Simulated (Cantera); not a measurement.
Charge: 1 mol HgO, 4.8 mol H2, a varied amount of N2, held at 873.15 K and 1.20 mbar.

These are equilibrium values from Cantera (NASA tables, ideal gas, pure condensed phases), not measurements of a reactor. Candidate condensed phases: H2O, Hg, HgO; 25 gas species. The numbers say what is thermodynamically allowed, not how fast it happens.

x: gas mole fraction; nothing condenses.

```json
[
 {"n(N2) (mol)": "0.15", "x N2": "0.0252", "x H2": "0.639", "x H2O": "0.168", "x Hg": "0.168", "x NH3": "1.47e-7", "x H": "1.08e-9"},
 {"n(N2) (mol)": "0.24", "x N2": "0.0397", "x H2": "0.629", "x H2O": "0.166", "x Hg": "0.166", "x NH3": "1.81e-7", "x H": "1.08e-9"},
 {"n(N2) (mol)": "0.36", "x N2": "(withheld)", "x H2": "0.617", "x H2O": "0.162", "x Hg": "0.162", "x NH3": "(withheld)", "x H": "1.07e-9"},
 {"n(N2) (mol)": "0.54", "x N2": "0.0852", "x H2": "0.599", "x H2O": "0.158", "x Hg": "0.158", "x NH3": "2.46e-7", "x H": "1.05e-9"},
 {"n(N2) (mol)": "0.83", "x N2": "0.125", "x H2": "0.573", "x H2O": "0.151", "x Hg": "0.151", "x NH3": "2.79e-7", "x H": "1.03e-9"},
 {"n(N2) (mol)": "1.3", "x N2": "0.183", "x H2": "0.535", "x H2O": "0.141", "x Hg": "0.141", "x NH3": "3.05e-7", "x H": "9.93e-10"},
 {"n(N2) (mol)": "1.9", "x N2": "0.247", "x H2": "0.494", "x H2O": "0.130", "x Hg": "0.130", "x NH3": "3.13e-7", "x H": "9.54e-10"},
 {"n(N2) (mol)": "2.9", "x N2": "(withheld)", "x H2": "(withheld)", "x H2O": "(withheld)", "x Hg": "(withheld)", "x NH3": "3.03e-7", "x H": "8.97e-10"},
 {"n(N2) (mol)": "4.4", "x N2": "0.431", "x H2": "0.373", "x H2O": "0.0980", "x Hg": "0.0980", "x NH3": "2.71e-7", "x H": "8.29e-10"},
 {"n(N2) (mol)": "6.8", "x N2": "0.540", "x H2": "0.302", "x H2O": "0.0794", "x Hg": "0.0794", "x NH3": "2.21e-7", "x H": "7.46e-10"},
 {"n(N2) (mol)": "10", "x N2": "0.633", "x H2": "0.241", "x H2O": "0.0633", "x Hg": "0.0633", "x NH3": "1.71e-7", "x H": "6.66e-10"},
 {"n(N2) (mol)": "16", "x N2": "0.734", "x H2": "0.174", "x H2O": "0.0459", "x Hg": "0.0459", "x NH3": "1.13e-7", "x H": "5.67e-10"},
 {"n(N2) (mol)": "24", "x N2": "0.805", "x H2": "0.128", "x H2O": "0.0336", "x Hg": "0.0336", "x NH3": "7.43e-8", "x H": "4.85e-10"}
]
```

Problem. Complete the blanks.

Solution. 
- 0.36, x N2: 0.0584
- 0.36, x NH3: 2.13e-7
- 2.9, x N2: 0.333
- 2.9, x H2: 0.437
- 2.9, x H2O: 0.115
- 2.9, x Hg: 0.115
